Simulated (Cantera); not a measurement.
Tantalum, niobium, vanadium and zirconium in process gases: Zr + H2O + H2

Charge: 1 mol Zr, 0.22 mol H2O, 62 mol H2, equilibrated at 42.8 Torr.

Method: chemical equilibrium by Gibbs-energy minimisation in Cantera with the NASA 1993 tables (ideal gas, pure condensed phases). Candidate condensed phases: H2O, Zr, ZrO2; 12 gas species. Mutual solubility and eutectic melting of coexisting phases are not modelled. Condensed phases not in the tables: N, O or C dissolved in the metal. The numbers say what is thermodynamically allowed, not how fast it happens.

| T (°C) | log p H2 | log p H | log p ZrO | log p H2O | log p Zr | log p ZrO2 | n Zr(β) | n ZrO2(tetragonal) | n Zr(l) |
|---|---|---|---|---|---|---|---|---|---|
| 1600 | -1.25 | -3.81 | -8.37 | -7.73 | -9.68 | -11.85 | 0.890 | 0.110 | 0 |
| 1650 | -1.25 | -3.65 | -7.93 | -7.52 | -9.24 | -11.29 | 0.890 | 0.110 | 0 |
| 1700 | -1.25 | -3.49 | -7.50 | -7.32 | -8.83 | -10.76 | 0.890 | 0.110 | 0 |
| 1750 | -1.25 | -3.35 | -7.10 | -7.13 | -8.43 | -10.25 | 0.890 | 0.110 | 0 |
| 1800 | -1.25 | -3.20 | -6.72 | -6.95 | -8.06 | -9.77 | 0.890 | 0.110 | 0 |
| 1850 | -1.25 | -3.07 | -6.36 | -6.79 | -7.70 | -9.31 | 0.890 | 0.110 | 0 |
| 1900 | -1.25 | -2.94 | -6.02 | -6.62 | -7.37 | -8.87 | 0 | 0.109 | 0.890 |
log p: log10 of the partial pressure in bar; n: condensed amount in mol.

From 1600 °C to 1850 °C the condensed part is Zr(β) + ZrO2(tetragonal). At 1900 °C the condensed part is Zr(l) + ZrO2(tetragonal). The main Zr-bearing gas is ZrO throughout.
